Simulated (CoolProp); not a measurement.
Vapour-liquid equilibrium of R152A (1) + n-butane (2) at 277.4 K; x and y are mole fractions of (1).

The numbers come from the multi-fluid Helmholtz-energy mixture model, Outcalt 1996 and Bücker 2006; pair parameters Bell 2016 in CoolProp.

```
x      bubble pressure, mixture model (bar)  bubble pressure, Raoult's law (bar)  y, mixture model  y, Raoult's law
-----  ------------------------------------  -----------------------------------  ----------------  ---------------
0.05                             (withheld)                                1.302             0.315            0.118
0.125                                 2.240                                1.441             0.497            0.266
0.2                              (withheld)                                1.581        (withheld)            0.388
0.275                                 2.777                                1.720        (withheld)            0.490
0.35                                  2.914                                1.859        (withheld)            0.577
0.425                                 3.010                                1.999             0.680            0.652
0.5                              (withheld)                                2.138        (withheld)            0.717
0.575                                 3.138                                2.277             0.720            0.774
0.65                                  3.184                                2.417             0.742            0.825
0.725                                 3.218                                2.556             0.769            0.870
0.8                                   3.235                                2.696             0.805            0.910
0.875                            (withheld)                                2.835             0.855            0.947
0.95                                  3.157                                2.974             0.929            0.980
```

Problem. Complete the blanks.

Solution. 
- 0.05, bubble pressure, mixture model (bar): 1.718
- 0.2, bubble pressure, mixture model (bar): 2.568
- 0.2, y, mixture model: 0.580
- 0.275, y, mixture model: 0.626
- 0.35, y, mixture model: 0.657
- 0.5, bubble pressure, mixture model (bar): 3.081
- 0.5, y, mixture model: 0.700
- 0.875, bubble pressure, mixture model (bar): 3.222

The largest gap from Raoult's law is +62.4 % in bubble pressure, at x = 0.2. y crosses x between x = 0.8 and 0.875: the model has an azeotrope there.

Pair parameters are fitted to limited data, so mixtures are less certain than the pure fluids. With so large a gap from Raoult's law the liquid may split in two, which this calculation doesn't test in full.
